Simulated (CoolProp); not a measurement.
Vapour-liquid equilibrium of carbon dioxide (1) + CH2F2 (R32) (2) at 975 kPa; x and y are mole fractions of (1).

Model: multi-fluid Helmholtz-energy mixture model, Span 1996 and Tillner-Roth 1997; pair parameters Bell 2016, in CoolProp.

Question: Give the bubble temperature and the first vapour's composition at x = 0.5, 0.65, 0.725. Is there an azeotrope?

Answer: x = 0.5: -26.0 °C, y = 0.805; x = 0.65: -31.4 °C, y = 0.884; x = 0.725: -33.7 °C, y = 0.915. No azeotrope shows between x = 0.05 and 0.95.

The pair parameters rest on a limited set of measurements; away from them the model extrapolates.
